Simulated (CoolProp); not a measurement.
CH2F2 (R32) at several states: density (kg/m³) from the reference equation and from simpler models built on Tc = 78.1 °C, pc = 5.783 MPa, ω = 0.277; each cubic takes its own stable root.

Model: reference Helmholtz-energy equation of state, Tillner-Roth 1997, in CoolProp.

```json
[
 {"T (°C)": "-83.55", "p (MPa)": "13.1", "phase": "liquid", "reference": "1313"},
 {"T (°C)": "132.95", "p (MPa)": "0.351", "phase": "gas", "reference": "5.485"},
 {"T (°C)": "132.95", "p (MPa)": "1.39", "phase": "gas", "reference": "22.69"},
 {"T (°C)": "107.65", "p (MPa)": "3.39", "phase": "gas", "reference": "68.33"},
 {"T (°C)": "36.95", "p (MPa)": "0.0206", "phase": "gas", "reference": "0.4166"},
 {"T (°C)": "58.55", "p (MPa)": "0.0173", "phase": "gas", "reference": "0.3268"}
]
```

How far does each simpler model (van der Waals, Redlich-Kwong, Soave-Redlich-Kwong, Peng-Robinson) lie from the reference over these 6 states: mean and median of the absolute difference, and the worst?


- van der Waals: mean 8.5 %, median 0.3 %, worst -48.0 % at -83.55 °C and 13.1 MPa
- Redlich-Kwong: mean 4.3 %, median 0.1 %, worst -24.3 % at -83.55 °C and 13.1 MPa
- Soave-Redlich-Kwong: mean 4.3 %, median 0.4 %, worst -22.5 % at -83.55 °C and 13.1 MPa
- Peng-Robinson: mean 2.2 %, median 0.1 %, worst -13.0 % at -83.55 °C and 13.1 MPa
